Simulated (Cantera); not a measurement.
A closed system holds: 1 mol Si, 9.1 mol F2, 0.3 mol N2, at 723 K and 1.00 bar.

Method: chemical equilibrium by Gibbs-energy minimisation in Cantera with the NASA 1993 tables (ideal gas, pure condensed phases). Candidate condensed phases: Si, Si3N4; 16 gas species. Rates play no part.

Base state: F2 0.793, SiF4 0.128, NF3 0.0768, F 0.00200 (mole fractions); condensed: gas only.

Question: What changes in the equilibrium state with this change: temperature from 723 K to 1548.15 K?

Answer: 
```json
[
 {"species": "F", "before": "0.00200", "after": "0.847"},
 {"species": "SiF4", "before": "0.128", "after": "0.0686"},
 {"species": "F2", "before": "0.793", "after": "0.0636"},
 {"species": "NF3", "before": "0.0768", "after": "4.19e-6"},
 {"species": "N2", "before": "4.35e-7", "after": "0.0206"}
]
```

Question: What changes in the equilibrium state with this change: temperature from 723 K to 1475 K?

Answer: 
| species | before | after |
|---|---|---|
| F | 0.00200 | 0.799 |
| F2 | 0.793 | 0.108 |
| SiF4 | 0.128 | 0.0715 |
| NF3 | 0.0768 | 1.53e-5 |
| N2 | 4.35e-7 | 0.0214 |

Question: What changes in the equilibrium state with this change: N2 from 0.3 to 0.99 mol?

Answer: 
| species | before | after |
|---|---|---|
| F2 | 0.793 | 0.580 |
| NF3 | 0.0768 | 0.278 |
| SiF4 | 0.128 | 0.141 |
| N2 | 4.35e-7 | 1.46e-5 |
| F | 0.00200 | 0.00171 |
